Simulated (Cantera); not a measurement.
Charge: 1 mol Si(CH3)4, 0.03 mol C2H4, 290 mol H2, at 4.00 mbar.

Cantera equilibrium calculation (NASA polynomials, part measured and part estimated; ideal gas, pure solids and liquids). Candidate condensed phases: C, C6H6, C7H8, C8H18, Si, SiC; 87 gas species. Kinetics and transport are ignored.

**Question.** Which condensed phases are stable at each of these points (T (K)): 1148, 1298, 1448, 1598, 1748, 1898, 2048, 2198, 2348, 2498?

**Answer.** 
| T (K) | condensed phases | Si condensed (%) |
|---|---|---|
| 1148 | C(graphite) + SiC(s) | 100.0 |
| 1298 | C(graphite) + SiC(s) | 100.0 |
| 1448 | C(graphite) + SiC(s) | 100.0 |
| 1598 | C(graphite) + SiC(s) | 100.0 |
| 1748 | C(graphite) + SiC(s) | 99.8 |
| 1898 | C(graphite) + SiC(s) | 96.2 |
| 2048 | C(graphite) + SiC(s) | 56.7 |
| 2198 | C(graphite) | 0.0 |
| 2348 | C(graphite) | 0.0 |
| 2498 | gas only | 0.0 |

From 1148 K to 2048 K the condensed part is C(graphite) + SiC(s). From 2198 K to 2348 K the condensed part is C(graphite). At 2498 K nothing is condensed.
